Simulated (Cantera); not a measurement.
A closed system holds: 1 mol Si₂Cl₆, a varied amount of NH₃, 90 mol N₂, held at 130 Pa.

Cantera equilibrium calculation (NASA polynomials, part measured and part estimated; ideal gas, pure solids and liquids). Candidate condensed phases: NH₄Cl, Si, Si₃N₄; 28 gas species. The feed counts by its element totals alone. The tables' values for SiCl₃ are old estimates. Equilibrium is a limit: real reactors are often held back by kinetics, nucleation or transport.

Stable condensed phases, one row left out:

```
T in °C \ n(NH₃) in mol
         0.37 0.61    1  1.7  2.8  4.6  7.7   13   21   35
   1850     A    A    A    A    A    A    A    A    A    A
   1750     A    A    A    A    A    A    A    A    A    A
   1550     A    A    A    A    A    A    A    B    B    B
   1450     A    A    A    A    A    A    B    B    B    B
   1350     A    A    A    A    A    C    C    C    C    C
   1250     A    A    A    C    C    C    C    C    C    C
   1150     A    A    C    C    C    C    C    C    C    C
   1050     C    C    C    C    C    C    C    C    C    C
    950     C    C    C    C    C    C    C    C    C    C
    850     C    C    C    C    C    C    C    C    C    C
    750     C    C    C    C    C    C    C    C    C    C
    650     C    C    C    C    C    C    C    C    C    C
```

A: gas only; B: Si; C: Si₃N₄.

Give the row for 1650 °C.

0.37: gas only; 0.61: gas only; 1: gas only; 1.7: gas only; 2.8: gas only; 4.6: gas only; 7.7: gas only; 13: gas only; 21: gas only; 35: gas only.
